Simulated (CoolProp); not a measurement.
Vapour-liquid equilibrium of R125 (1) + R152A (2) at 0.123 MPa; x and y are mole fractions of (1).

The numbers come from the multi-fluid Helmholtz-energy mixture model, Lemmon 2005 and Outcalt 1996; pair parameters Bell 2016 in CoolProp.

```tsv
x	bubble temperature, mixture model (K)	bubble temperature, Raoult's law (K)	y, mixture model	y, Raoult's law
0.05	251.5	251.6	0.128	0.129
0.2	246.3	246.3	0.404	0.420
0.35	242.3	241.9	0.591	0.616
0.5	238.8	238.2	0.731	0.753
0.65	235.6	235.0	0.840	0.852
0.8	232.6	232.3	0.924	0.927
0.95	229.9	229.8	0.985	0.984
```

The largest gap from Raoult's law is +0.6 K in bubble temperature, at x = 0.5. No azeotrope shows between x = 0.05 and 0.95.

Pair parameters are fitted to limited data, so mixtures are less certain than the pure fluids. The gap from Raoult's law changes sign with composition, which may be real or a fault of the pair parameters; it wasn't checked against measurements.
